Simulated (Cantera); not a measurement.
Silicon oxide and oxynitride deposition: Si2H6 + N2O

Feed: 1 mol Si2H6, a varied amount of N2O, held at 1898.15 K and 75.0 Torr.

Method: chemical equilibrium by Gibbs-energy minimisation in Cantera with the NASA 1993 tables (ideal gas, pure condensed phases). Candidate condensed phases: H2O, Si, SiO2, Si2N2O, Si3N4; 35 gas species. The feed counts by its element totals alone. Mutual solubility and eutectic melting of coexisting phases are not modelled. The tables hold silica as quartz up to 1696 K and as liquid above; real silica turns to tridymite and cristobalite and melts near 1996 K. Gases not in the tables: Si(OH)4, Si2H6 and higher silanes. Rates play no part.

```tsv
n(N2O) (mol)	x H2	x N2	x H2O	x O2	x SiO	n Si(l)	n Si2N2O(s)	n SiO2(condensed)
0.73	0.847	0.0754	5.83e-6	<1e-12	0.0754	0.806	0.463	0
2.9	0.427	0.414	0.000364	<1e-12	0.157	0	0	0.897
5.1	0.234	0.629	0.136	5.56e-8	0.000231	0	0	2.00
7.3	0.000989	0.697	0.285	0.0137	4.65e-7	0	0	2.00
9.5	0.000295	0.689	0.216	0.0885	1.83e-7	0	0	2.00
12	0.000184	0.683	0.170	0.140	1.45e-7	0	0	2.00
14	0.000144	0.680	0.145	0.167	1.33e-7	0	0	2.00
16	0.000118	0.678	0.126	0.188	1.25e-7	0	0	2.00
```
x: gas mole fraction; n: condensed amount in mol.

At 0.73 mol N2O the condensed part is Si(l) + Si2N2O(s). From 2.9 mol N2O to 16 mol N2O the condensed part is SiO2(condensed).
